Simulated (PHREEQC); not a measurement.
## Acid rinse or clean (model solution)

Consider water at 25 °C with 0.098 mol/kgw HF and 0.15 mol/kgw KCl. Closed to the air; pH follows from the charge balance.

Model: ion-association model, phreeqc.dat, run in PHREEQC.

No solid was allowed to form.

### Question
What pH, density, activity of water does the model give?

### Answer
pH 2.04; density 1.005 g/cm³; activity of water 0.993.

### Question
In which forms is F present?

### Answer
HF 85 %, F- 8.9 %, HF2- 5.7 % of the F.

Complexes and solids missing from the database can't appear.
